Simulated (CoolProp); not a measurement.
Vapour-liquid equilibrium of R142b (1) + R113 (2) at 0.653 MPa; x and y are mole fractions of (1).

Values from CoolProp's multi-fluid Helmholtz-energy mixture model, Lemmon 2006 and Marx 1992; pair parameters Bell 2016.

### Question
Give the bubble temperature and the first vapour's composition at x = 0.05, 0.65, 0.8. Is there an azeotrope?

### Answer
x = 0.05: 383.4 K, y = 0.173; x = 0.65: 334.5 K, y = 0.886; x = 0.8: 328.4 K, y = 0.940. No azeotrope shows between x = 0.05 and 0.95.

Pair parameters are fitted to limited data, so mixtures are less certain than the pure fluids.
